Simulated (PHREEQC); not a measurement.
Silver or lead bath

Dissolve 0.00225 mol/kgw PbCl2, 6.5e-05 mol/kgw KBr and 0.00075 mol/kgw Cu(NO3)2 at 20 °C. Closed to the air; pH follows from the charge balance.

All values are PHREEQC results (ion-association model, wateq4f.dat), not measurements.

- pH = 5.20
- ionic strength = 0.00857 mol/kgw

```json
[
 {"species": "Cl-", "molality": "0.00429", "activity": "0.00389", "log γ": "-0.042"},
 {"species": "Pb+2", "molality": "0.00200", "activity": "0.00137", "log γ": "-0.166"},
 {"species": "NO3-", "molality": "0.00147", "activity": "0.00133", "log γ": "-0.043"},
 {"species": "Cu+2", "molality": "0.000744", "activity": "0.000516", "log γ": "-0.158"},
 {"species": "PbCl+", "molality": "0.000205", "activity": "0.000187", "log γ": "-0.042"},
 {"species": "K+", "molality": "6.50e-5", "activity": "5.90e-5", "log γ": "-0.042"},
 {"species": "Br-", "molality": "6.05e-5", "activity": "5.50e-5", "log γ": "-0.042"},
 {"species": "PbNO3+", "molality": "2.96e-5", "activity": "2.69e-5", "log γ": "-0.042"},
 {"species": "H+", "molality": "6.89e-6", "activity": "6.33e-6", "log γ": "-0.037"},
 {"species": "CuCl+", "molality": "4.64e-6", "activity": "4.22e-6", "log γ": "-0.042"},
 {"species": "PbOH+", "molality": "4.63e-6", "activity": "4.21e-6", "log γ": "-0.042"},
 {"species": "PbBr+", "molality": "4.48e-6", "activity": "4.07e-6", "log γ": "-0.042"}
]
```

This is a speciation only: nothing precipitates in the calculation.
